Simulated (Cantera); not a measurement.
A perfectly stirred reactor is fed with 75.2 % CH4, 24.8 % H2O, at 4.10 bar; it is held at 1898 K, and followed from long to short residence time.

Model: GRI-Mech 3.0 (53 species, 325 reactions), integrated in Cantera. GRI-Mech 3.0 stops at C3 and has no aromatics, soot or wall deposition, so with more carbon than oxygen in the feed, carbon stays in small species such as C2H2 where larger ones or solid carbon would form.

Q: Predict: x(CH4) at τ = 24.0 s; x(H2O) at τ = 24.0 s; x(CH2) at τ = 24.0 s; x(CO) at τ = 24.0 s; x(CO2) at τ = 24.0 s; x(CH4) at τ = 0.250 s; x(H2O) at τ = 0.250 s; x(CH2) at τ = 0.250 s; x(CO) at τ = 0.250 s; x(CO2) at τ = 0.250 s.

A: 
```json
{
  "x(CH4) at τ = 24.0 s": "0.0250",
  "x(H2O) at τ = 24.0 s": "0.000198",
  "x(CH2) at τ = 24.0 s": "1.25e-7",
  "x(CO) at τ = 24.0 s": "0.127",
  "x(CO2) at τ = 24.0 s": "8.19e-6",
  "x(CH4) at τ = 0.250 s": "0.0308",
  "x(H2O) at τ = 0.250 s": "0.0155",
  "x(CH2) at τ = 0.250 s": "1.82e-7",
  "x(CO) at τ = 0.250 s": "0.114",
  "x(CO2) at τ = 0.250 s": "0.000583"
}
```
